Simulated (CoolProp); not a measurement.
Oxygen at 519.71 K and 0.118 MPa flows at 0.94 m/s in a round tube of 25 mm bore and 45 µm roughness, fully developed (64/Re and Nu = 3.66 if laminar; Colebrook and Gnielinski if turbulent). Each further row changes one setting.

Values from CoolProp's reference Helmholtz-energy equation of state, Schmidt 1985.

| case | Reynolds number | Darcy friction factor | pressure drop (Pa/m) | heat-transfer coefficient (W/(m² K)) | mass flow (kg/h) |
|---|---|---|---|---|---|
| as stated | 655 | 0.0977 | 1.51 | 6.20 | 1.45 |
| velocity 1.88 m/s | 1310 | 0.0489 | 3.02 | 6.20 | 2.90 |
| diameter 50 mm | 1310 | 0.0489 | 0.377 | 3.10 | 5.80 |

Above 300 K oxygen's equation is extrapolated.

Viscosity comes from a separate model (Lemmon 2004). Thermal conductivity comes from a separate model (Lemmon 2004).
